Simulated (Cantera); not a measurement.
Source: NASA polynomial tables (part measured, part estimated), evaluated in Cantera. Values are per mole of reaction as written; species without (g) are pure solids or liquids, kept so even where they would boil at 1 bar.

Problem. Between 673 and 1073 K, where is each reaction favourable under standard conditions?
- Na2SO4 ⇌ 2 Na + S + 2 O2(g)
- S + 2 Na(g) ⇌ Na2S

Solution. 
- Na2SO4 ⇌ 2 Na + S + 2 O2(g): ΔG° is 1118 kJ at 673 K and 964 kJ at 1073 K; it stays positive (K < 1). ΔH° is 1370 kJ and ΔS° 378 J/K at 1073 K.
- S + 2 Na(g) ⇌ Na2S: ΔG° is -417 kJ at 673 K and -323 kJ at 1073 K; it stays negative (K > 1). ΔH° is -572 kJ and ΔS° -232 J/K at 1073 K.
